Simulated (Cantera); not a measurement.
Thermodynamics of abatement and gas-phase synthesis, feed SF₆ + H₂ + N₂ + O₂

Feed: 1 mol SF₆, 2.1 mol H₂, 5.6 mol N₂, 0.12 mol O₂, equilibrated at 29.0 mbar.

These are equilibrium values from Cantera (NASA tables, ideal gas, pure condensed phases), not measurements of a reactor. Candidate condensed phases: H₂O, H₂SO₄, S; 62 gas species. The tables' values for S₂F₂ (SSF₂), SOF₂, SF₃ are old estimates; treat these amounts as uncertain. The numbers say what is thermodynamically allowed, not how fast it happens.

| T (K) | log p N₂ | log p HF | log p F | log p S | log p S₂ | log p SO |
|---|---|---|---|---|---|---|
| 2198 | -1.87 | -2.00 | -2.43 | -3.59 | -3.21 | -3.49 |
| 2298 | -1.88 | -2.00 | -2.40 | -3.37 | -3.22 | -3.42 |
| 2398 | -1.88 | -2.00 | -2.39 | -3.19 | -3.27 | -3.38 |
| 2498 | -1.88 | -2.01 | -2.39 | -3.05 | -3.37 | -3.36 |
| 2598 | -1.88 | -2.01 | -2.38 | -2.94 | -3.51 | -3.35 |
| 2698 | -1.89 | -2.01 | -2.38 | -2.86 | -3.67 | -3.36 |
| 2798 | -1.89 | -2.02 | -2.38 | -2.80 | -3.86 | -3.39 |
| 2898 | -1.89 | -2.02 | -2.37 | -2.76 | -4.06 | -3.46 |
log p: log10 of the partial pressure in bar; nothing condenses.

From 2198 K to 2898 K nothing is condensed.
